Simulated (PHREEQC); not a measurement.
Make-up at 80 °C: 0.0011 mol/kgw H3PO4, 0.033 mol/kgw NaF and 0.27 mol/kgw KCl. Closed to the air; pH follows from the charge balance.

The numbers come from PHREEQC with the ion-association model, wateq4f.dat.

| quantity | before | after |
|---|---|---|
| pH | 4.94 | 3.78 |
| NaF (mol/kgw) | 0.000249 | 0.000169 |
| HF2- (mol/kgw) | 0.000140 | 0.000935 |

Question: Name the change that produced these shifts.
A. temperature from 80 to 15 °C
B. H3PO4 left out
C. H3PO4 from 0.0011 to 0.011 mol/kgw
D. H3PO4 from 0.0011 to 0.00099 mol/kgw
E. diluted 10-fold with water

Answer: C, H3PO4 from 0.0011 to 0.011 mol/kgw

No solid was allowed to form. H3PO4, which wateq4f.dat lacks, is added to it with the constant of phreeqc.dat. Constants without temperature data keep their 25 °C values here.
